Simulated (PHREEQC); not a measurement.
Consider water at 25 °C with 0.052 mol/kgw CuCl2 and 0.0014 mol/kgw HBF4. Closed to the air; pH follows from the charge balance.

All values are PHREEQC results (ion-association model, phreeqc.dat), not measurements.

```
quantity                    before     after
------------------------  --------  --------
pH                            2.78      2.76
ionic strength (mol/kgw)     0.148     0.284
HF (mol/kgw)               0.00198   0.00188
F- (mol/kgw)               0.00113   0.00114
H3BO3 (mol/kgw)           0.000817  0.000836
BF4- (mol/kgw)            0.000449  0.000431
```

Which change was made?
A) CuCl2 from 0.052 to 0.104 mol/kgw
B) CuCl2 left out
C) CuCl2 from 0.052 to 0.0104 mol/kgw
D) HBF4 from 0.0014 to 0.00028 mol/kgw

A, CuCl2 from 0.052 to 0.104 mol/kgw

Precipitation was switched off in this run. Real BF4- forms and hydrolyses slowly; the run takes it at equilibrium.
